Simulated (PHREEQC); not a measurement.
Dissolve 13 mmol/kgw MnSO4, 1.7 mmol/kgw MgSO4 and 0.35 mmol/kgw H2SO4 at 25 °C. Closed to the air; pH follows from the charge balance.

Model: Pitzer model, pitzer.dat, run in PHREEQC.

```
quantity                          before     after
------------------------------  --------  --------
pH                                  3.42      3.36
ionic strength (mol/kgw)          0.0594    0.0335
HSO4- (mol/kgw)                 0.000234  0.000180
SI of Epsomite (MgSO4:7H2O)        -3.63     -3.71
SI of Hexahydrite (MgSO4:6H2O)     -3.91     -3.99
```

Question: Name the change that produced these shifts.
A) MnSO4 from 0.013 to 0.0065 mol/kgw
B) 0.0096 mol/kgw KHSO4 added
C) MgSO4 from 0.0017 to 0.00034 mol/kgw
D) MnSO4 from 0.013 to 0.0143 mol/kgw

Answer: A, MnSO4 from 0.013 to 0.0065 mol/kgw

This is a speciation only: nothing precipitates in the calculation.
